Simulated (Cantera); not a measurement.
What does this Cantera script print?

```python
import numpy as np
import cantera as ct

gas_names = [...]  # 118 gases of nasa_gas.yaml made of C, Cl, F, H
cond_names = """
    C(gr) C6H6(L) C7H8(L) C8H18(L),n-octa
""".split()


# ... load() reads the species with a 1 bar reference pressure and builds the phases ...
atoms = {
    'c-C4F8': {'C': 4, 'F': 8},
    'HCl': {'H': 1, 'CL': 1},
    'H2': {'H': 2},
}
top_T = {'C(gr)': 4500}  # K; cautious upper limits of use, not melting points


# ... equilibrate(T, P, feed) seeds the gas with the atoms and calls Mixture.equilibrate('TP', solver="gibbs", rtol=1e-10, max_steps=50000) ...
results = []
feed = {'c-C4F8': 1, 'HCl': 0.42, 'H2': 0.081}  # mol
P = 82  # Pa
for T in [1400, 1550, 1700, 1850, 2000, 2150, 2300, 2450]:
    mix = equilibrate(T, P, feed)
    results.append((T, P, feed, dict(zip(mix.species_names, mix.species_moles))))

top = {s: max(r[3][s] / sum(r[3][g] for g in gas_names) for r in results) for s in gas_names}
cols = sorted((s for s in top if top[s] > 1e-05), key=lambda s: -top[s])[:9]
seen = [c for c in cond_names if any(r[3].get(c, 0) > 1e-12 for r in results)]
print("log10 of partial pressures in bar; condensed amounts in mol")
print(f"{'T/K':>10s}" + "".join(f"{s[:9]:>10s}" for s in cols + seen))
for T, P, feed, n in results:
    ng = sum(n[g] for g in gas_names)
    print(f"{T:10.4g}" + "".join(f"{np.log10(max(n[s] / ng * P / 1e5, 1e-99)):10.3f}" for s in cols)
          + "".join(f"{n.get(c, 0):10.4g}" for c in seen))
```

Result:

```
log10 of partial pressures in bar; condensed amounts in mol
       T/K         F       CF4       CF2        HF        CL        CF       CL2       CF3       HCL     C(gr)
      1400    -7.309    -3.266    -6.698    -3.781    -4.026   -11.511    -4.959    -7.517    -5.311      2.14
      1550    -6.168    -3.274    -5.693    -3.780    -3.940    -9.762    -5.697    -6.704    -5.864     2.141
      1700    -5.229    -3.287    -4.871    -3.784    -3.930    -8.326    -6.427    -6.041    -6.383     2.126
      1850    -4.454    -3.344    -4.209    -3.809    -3.952    -7.137    -7.103    -5.522    -6.860     2.059
      2000    -3.840    -3.570    -3.738    -3.900    -4.042    -6.173    -7.820    -5.215    -7.361     1.881
      2150    -3.442    -4.291    -3.598    -4.069    -4.211    -5.477    -8.621    -5.346    -7.842     1.876
      2300    -3.268    -5.604    -3.821    -4.169    -4.311    -5.046    -9.226    -5.977    -7.995     2.595
      2450    -3.200    -7.096    -4.188    -4.214    -4.355    -4.754    -9.670    -6.785    -7.959     3.206
```

Method: chemical equilibrium by Gibbs-energy minimisation in Cantera with the NASA 1993 tables (ideal gas, pure condensed phases). The feed counts by its element totals alone. Gases not in the tables: C2F6 and larger saturated fluorocarbons.
